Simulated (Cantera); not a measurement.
A freely propagating, adiabatic, planar premixed flame of H₂ : O₂ : N₂ = 1 : 0.2 : 0.752 (molar parts), equivalence ratio 2.5, unburnt at 475 K and 0.503 atm; mixture-averaged transport, grid criteria slope 0.08 and curve 0.16, no radiation.

Detailed kinetics in Cantera: the H2/O2 subset of GRI-Mech 3.0, which has no nitrogen chemistry. Burning velocities carry a grid error of a few per cent, more on coarse grids.

Question: Predict: laminar burning velocity; thermal thickness; peak x(H); peak x(HO₂); peak x(OH).

Answer: 
| Quantity | Result |
|---|---|
| laminar burning velocity | 533 cm/s |
| thermal thickness | 1.03 mm |
| peak x(H) | 0.0865 |
| peak x(HO₂) | 0.000196 |
| peak x(OH) | 0.00202 |
